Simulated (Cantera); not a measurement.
**Equilibrium for silicon nitride deposition: SiCl4 + NH3 + N2**

A closed system holds: 1 mol SiCl4, 3.1 mol NH3, 14 mol N2, at 0.0133 bar.

Equilibrium computed with Cantera from the NASA thermochemical tables; the gas is ideal and each condensed phase is pure. Candidate condensed phases: NH4Cl, Si, Si3N4; 28 gas species. The tables' values for SiCl3, SiCl, SiN are old estimates; treat these amounts as uncertain. Kinetics and transport are ignored.

```csv
T (K),x N2,x HCl,x H2,x SiCl2,x SiCl4,x H,n Si3N4(s)
725,0.700,0.146,0.143,1.98e-12,0.00999,<1e-12,0.262
825,0.698,0.158,0.138,5.07e-10,0.00711,2.55e-11,0.282
925,0.696,0.165,0.134,3.79e-8,0.00523,8.25e-10,0.296
1025,0.695,0.170,0.131,1.19e-6,0.00399,1.37e-8,0.304
1125,0.694,0.173,0.130,1.98e-5,0.00313,1.39e-7,0.310
1225,0.694,0.175,0.129,0.000203,0.00249,9.69e-7,0.312
1325,0.694,0.173,0.129,0.00139,0.00188,5.09e-6,0.304
1425,0.694,0.163,0.133,0.00636,0.00115,2.16e-5,0.269
1525,0.696,0.140,0.143,0.0183,0.000448,7.75e-5,0.185
1625,0.699,0.108,0.157,0.0346,0.000112,0.000242,0.0682
1725,0.700,0.0891,0.165,0.0441,2.69e-5,0.000653,0
1825,0.700,0.0893,0.164,0.0442,9.05e-6,0.00154,0
1925,0.698,0.0896,0.162,0.0436,3.40e-6,0.00334,0
```
x: gas mole fraction; n: condensed amount in mol.

From 725 K to 1625 K the condensed part is Si3N4(s). From 1725 K to 1925 K nothing is condensed. The main Si-bearing gas is SiCl4 at 725 K and SiCl2 at 1925 K.
